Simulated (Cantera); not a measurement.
What does this Cantera script print?

```python
import numpy as np
import cantera as ct

gas_names = """
    AL ALCL ALCL2 ALCL3 ALH ALN AL2 AL2CL6 CL CL2 H HCL H2 N NH NH2 NH3 N2 N2H2 N2H4
""".split()
cond_names = """
    AL(cr) AL(L) ALCL3(s) ALCL3(L) ALN(s) NH4CL(a) NH4CL(b)
""".split()


# ... load() reads the species with a 1 bar reference pressure and builds the phases ...
atoms = {
    'Al': {'AL': 1},
    'HCl': {'H': 1, 'CL': 1},
    'N2': {'N': 2},
}
top_T = {'ALN(s)': 2750}  # K; cautious upper limits of use, not melting points


# ... equilibrate(T, P, feed) seeds the gas with the atoms and calls Mixture.equilibrate('TP', solver="vcs", rtol=1e-11, max_steps=5000) ...
results = []
feed = {'Al': 1, 'HCl': 18, 'N2': 2.1}  # mol
P = 30  # Pa
for T in [425, 525, 625, 725, 825, 925, 1025, 1125, 1225]:
    mix = equilibrate(T, P, feed)
    results.append((T, P, feed, dict(zip(mix.species_names, mix.species_moles))))
    x = sorted(zip(gas.X, gas.species_names), reverse=True)
    print(f"T = {T:g} K  P = {P:g} Pa  gas = {mix.phase_moles(0):.4g} mol")
    print("   x: " + "  ".join(f"{s} {v:.3e}" for v, s in x if v > 0.001))
    print("   condensed (mol): " + ("  ".join(f"{mix.phase(i).name} {mix.phase_moles(i):.4g}"
          for i in range(1, mix.n_phases) if mix.phase_moles(i) > 1e-12) or "none"))
```

Result:

```
T = 425 K  P = 30 Pa  gas = 19.11 mol
   x: HCL 7.847e-01  N2 1.099e-01  H2 7.847e-02  AL2CL6 2.539e-02  ALCL3 1.527e-03
   condensed (mol): none
T = 525 K  P = 30 Pa  gas = 19.38 mol
   x: HCL 7.740e-01  N2 1.084e-01  H2 7.740e-02  ALCL3 2.879e-02  AL2CL6 1.141e-02
   condensed (mol): none
T = 625 K  P = 30 Pa  gas = 19.59 mol
   x: HCL 7.656e-01  N2 1.072e-01  H2 7.656e-02  ALCL3 5.025e-02
   condensed (mol): none
T = 725 K  P = 30 Pa  gas = 19.6 mol
   x: HCL 7.653e-01  N2 1.071e-01  H2 7.653e-02  ALCL3 5.099e-02
   condensed (mol): none
T = 825 K  P = 30 Pa  gas = 19.6 mol
   x: HCL 7.653e-01  N2 1.071e-01  H2 7.653e-02  ALCL3 5.102e-02
   condensed (mol): none
T = 925 K  P = 30 Pa  gas = 19.6 mol
   x: HCL 7.653e-01  N2 1.071e-01  H2 7.653e-02  ALCL3 5.102e-02
   condensed (mol): none
T = 1025 K  P = 30 Pa  gas = 19.6 mol
   x: HCL 7.653e-01  N2 1.071e-01  H2 7.653e-02  ALCL3 5.102e-02
   condensed (mol): none
T = 1125 K  P = 30 Pa  gas = 19.6 mol
   x: HCL 7.653e-01  N2 1.071e-01  H2 7.653e-02  ALCL3 5.101e-02
   condensed (mol): none
T = 1225 K  P = 30 Pa  gas = 19.6 mol
   x: HCL 7.653e-01  N2 1.071e-01  H2 7.651e-02  ALCL3 5.096e-02
   condensed (mol): none
```

Equilibrium computed with Cantera from the NASA thermochemical tables; the gas is ideal and each condensed phase is pure. The tables' values for AlCl2 are old estimates; treat these amounts as uncertain.
